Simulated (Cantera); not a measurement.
**Premixed flame**

A freely propagating, adiabatic, planar premixed flame of 4.32 % C3H8, 19.7 % O2, 73.9 % N2, 2.16 % H2O, unburnt at 700 K and 101000 Pa; unity-Lewis-number transport, grid criteria slope 0.08 and curve 0.16, no radiation.

Model: GRI-Mech 3.0 (53 species, 325 reactions), integrated in Cantera. GRI-Mech 3.0 was tuned for natural gas; its chemistry of propane as a main component is partial and can be far from experiment. Unity Lewis numbers drop preferential diffusion, which matters most where H2 and H carry the flame. Burning velocities carry a grid error of a few per cent, more on coarse grids.

```json
[
 {"z (mm)": "-0.912", "T (K)": "700", "u (m/s)": "1.37", "x C3H8": "0.0432", "x O2": "0.197", "x H2O": "0.0216", "x H2": "9.31e-6", "x CH2CO": "4.03e-7", "x N2O": "<1e-8"},
 {"z (mm)": "-0.608", "T (K)": "704", "u (m/s)": "1.38", "x C3H8": "0.0430", "x O2": "0.196", "x H2O": "0.0219", "x H2": "0.000110", "x CH2CO": "4.78e-6", "x N2O": "<1e-8"},
 {"z (mm)": "-0.456", "T (K)": "713", "u (m/s)": "1.40", "x C3H8": "0.0426", "x O2": "0.195", "x H2O": "0.0228", "x H2": "0.000392", "x CH2CO": "1.70e-5", "x N2O": "<1e-8"},
 {"z (mm)": "-0.304", "T (K)": "764", "u (m/s)": "1.51", "x C3H8": "0.0401", "x O2": "0.188", "x H2O": "0.0278", "x H2": "0.00200", "x CH2CO": "8.68e-5", "x N2O": "<1e-8"},
 {"z (mm)": "-0.152", "T (K)": "1072", "u (m/s)": "2.18", "x C3H8": "0.0251", "x O2": "0.148", "x H2O": "0.0581", "x H2": "0.0118", "x CH2CO": "0.000513", "x N2O": "1.55e-8"},
 {"z (mm)": "-0.0760", "T (K)": "1442", "u (m/s)": "3.03", "x C3H8": "0.00863", "x O2": "0.100", "x H2O": "0.0942", "x H2": "0.0230", "x CH2CO": "0.000981", "x N2O": "3.12e-8"},
 {"z (mm)": "0", "T (K)": "1834", "u (m/s)": "3.97", "x C3H8": "0.000262", "x O2": "0.0502", "x H2O": "0.130", "x H2": "0.0279", "x CH2CO": "0.000689", "x N2O": "5.18e-8"},
 {"z (mm)": "0.0760", "T (K)": "1990", "u (m/s)": "4.33", "x C3H8": "2.62e-7", "x O2": "0.0272", "x H2O": "0.141", "x H2": "0.0219", "x CH2CO": "9.47e-5", "x N2O": "7.20e-8"},
 {"z (mm)": "0.152", "T (K)": "2034", "u (m/s)": "4.42", "x C3H8": "<1e-8", "x O2": "0.0208", "x H2O": "0.142", "x H2": "0.0205", "x CH2CO": "5.39e-6", "x N2O": "8.16e-8"},
 {"z (mm)": "0.304", "T (K)": "2088", "u (m/s)": "4.52", "x C3H8": "<1e-8", "x O2": "0.0173", "x H2O": "0.142", "x H2": "0.0209", "x CH2CO": "1.77e-8", "x N2O": "8.23e-8"},
 {"z (mm)": "0.608", "T (K)": "2159", "u (m/s)": "4.65", "x C3H8": "<1e-8", "x O2": "0.0147", "x H2O": "0.146", "x H2": "0.0199", "x CH2CO": "<1e-8", "x N2O": "8.35e-8"},
 {"z (mm)": "1.22", "T (K)": "2242", "u (m/s)": "4.79", "x C3H8": "<1e-8", "x O2": "0.0120", "x H2O": "0.152", "x H2": "0.0177", "x CH2CO": "<1e-8", "x N2O": "8.95e-8"},
 {"z (mm)": "2.43", "T (K)": "2324", "u (m/s)": "4.94", "x C3H8": "<1e-8", "x O2": "0.00901", "x H2O": "0.157", "x H2": "0.0152", "x CH2CO": "<1e-8", "x N2O": "9.96e-8"}
]
```
x: mole fraction of selected species; z is measured from the peak of heat release.

The laminar burning velocity comes out as 137 cm/s. The thermal thickness is 0.304 mm and the peak x(H2) comes out as 0.0283. The peak x(CH2CO) comes out as 0.00104 and the grid points is 138.
